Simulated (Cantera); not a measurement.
A diamond (100) surface in a fixed gas of H2 with x(CH4) = 0.0042, x(CH3) = 1.5e-05, at 1300 K, 8.25 Torr; coverages are run to steady state.

Cantera simulation using the Harris–Goodwin 1993 mechanism for the reconstructed diamond (100) surface; the numbers are that mechanism's predictions, not measurements.

One state of this run: growth (µm/h) = 0.00523; θ c6HH = 0.461; θ c6H* = 0.0443; θ c6*H = 0.473; θ c6** = 0.0211. θ: site fractions in the mechanism's names (c6HH fully hydrogenated, c6H* and c6*H radical sites, c6** diradical, c6HM methylated).

### Question
Which value of x(H) does it belong to?
A) 0.0031
B) 0.00055
C) 0.017
D) 0.0072

### Answer
B, 0.00055
